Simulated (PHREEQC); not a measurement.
Solution (25 °C): 0.19 mol/kgw HF, 0.013 mol/kgw KF, 3.2e-05 mol/kgw H4SiO4 and 0.12 mol/kgw H3PO4. Closed to the air; pH follows from the charge balance.

Equilibrium calculation in PHREEQC: ion-association model, phreeqc.dat.

```json
[
 {"quantity": "pH", "before": "1.61", "after": "1.72"},
 {"quantity": "ionic strength (mol/kgw)", "before": "0.0412", "after": "0.0352"},
 {"quantity": "HF (mol/kgw)", "before": "0.187", "after": "0.192"},
 {"quantity": "H2PO4- (mol/kgw)", "before": "0.0302", "after": "0.0273"},
 {"quantity": "F- (mol/kgw)", "before": "0.00631", "after": "0.00419"},
 {"quantity": "HF2- (mol/kgw)", "before": "0.00454", "after": "0.00353"},
 {"quantity": "SI of Quartz (SiO2)", "before": "-10.85", "after": "-8.57"}
]
```

Problem. What was changed between the two runs?
A. temperature from 25 to 60 °C
B. HF left out
C. H4SiO4 from 3.2e-05 to 0.00016 mol/kgw
D. H4SiO4 replaced by H2SiF6 at the same molality
E. 0.0022 mol/kgw NH3 added

Solution. A, temperature from 25 to 60 °C

No solid was allowed to form. Away from 25 °C the constants follow the database's enthalpies or fits; those with neither stay at their 25 °C values. SiF6-2 is the database's only silicon fluoride.
